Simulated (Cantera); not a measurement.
Source: NASA polynomial tables (part measured, part estimated), evaluated in Cantera. Values are per mole of reaction as written; species without (g) are pure solids or liquids, kept so even where they would boil at 1 bar.

Between 300 and 1623 K, where is each reaction favourable under standard conditions?
- V + O₂(g) → 0.5 V₂O₄
- 0.8 V + O₂(g) → 0.4 V₂O₅
- 2 Ca + O₂(g) → 2 CaO


- V + O₂(g) → 0.5 V₂O₄: ΔG° is -659 kJ at 300 K and -453 kJ at 1623 K; it stays negative (K > 1). ΔH° is -690 kJ and ΔS° -146 J/K at 1623 K.
- 0.8 V + O₂(g) → 0.4 V₂O₅: ΔG° is -567 kJ at 300 K and -369 kJ at 1623 K; it stays negative (K > 1). ΔH° is -577 kJ and ΔS° -128 J/K at 1623 K.
- 2 Ca + O₂(g) → 2 CaO: ΔG° is -1206 kJ at 300 K and -924 kJ at 1623 K; it stays negative (K > 1). ΔH° is -1283 kJ and ΔS° -221 J/K at 1623 K.
